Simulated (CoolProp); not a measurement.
Vapour-liquid equilibrium of R113 (1) + ethanol (2) at 428.5 K; x and y are mole fractions of (1).

Computed with CoolProp (multi-fluid Helmholtz-energy mixture model, Marx 1992 and Schroeder 2014; pair parameters Bell 2016).

```json
[
 {"x": "0.05", "bubble pressure (kPa)": "1313", "y at the bubble point": "0.161", "dew pressure at overall composition x (kPa)": "1177", "liquid density (mol/L)": "13.14"},
 {"x": "0.15", "bubble pressure (kPa)": "1557", "y at the bubble point": "0.326", "dew pressure at overall composition x (kPa)": "1299", "liquid density (mol/L)": "11.77"},
 {"x": "0.25", "bubble pressure (kPa)": "1686", "y at the bubble point": "0.410", "dew pressure at overall composition x (kPa)": "1439", "liquid density (mol/L)": "10.59"},
 {"x": "0.35", "bubble pressure (kPa)": "1755", "y at the bubble point": "0.463", "dew pressure at overall composition x (kPa)": "1595", "liquid density (mol/L)": "9.589"},
 {"x": "0.45", "bubble pressure (kPa)": "1790", "y at the bubble point": "0.507", "dew pressure at overall composition x (kPa)": "1740", "liquid density (mol/L)": "8.747"},
 {"x": "0.55", "bubble pressure (kPa)": "1802", "y at the bubble point": "0.550", "dew pressure at overall composition x (kPa)": "1802", "liquid density (mol/L)": "8.051"},
 {"x": "0.65", "bubble pressure (kPa)": "1788", "y at the bubble point": "0.601", "dew pressure at overall composition x (kPa)": "1755", "liquid density (mol/L)": "7.488"},
 {"x": "0.75", "bubble pressure (kPa)": "1739", "y at the bubble point": "0.667", "dew pressure at overall composition x (kPa)": "1649", "liquid density (mol/L)": "7.043"},
 {"x": "0.85", "bubble pressure (kPa)": "1638", "y at the bubble point": "0.758", "dew pressure at overall composition x (kPa)": "1524", "liquid density (mol/L)": "6.695"},
 {"x": "0.95", "bubble pressure (kPa)": "1465", "y at the bubble point": "0.898", "dew pressure at overall composition x (kPa)": "1401", "liquid density (mol/L)": "6.421"}
]
```

y crosses x between x = 0.55 and 0.65: the model has an azeotrope there.

The pair parameters rest on a limited set of measurements; away from them the model extrapolates.
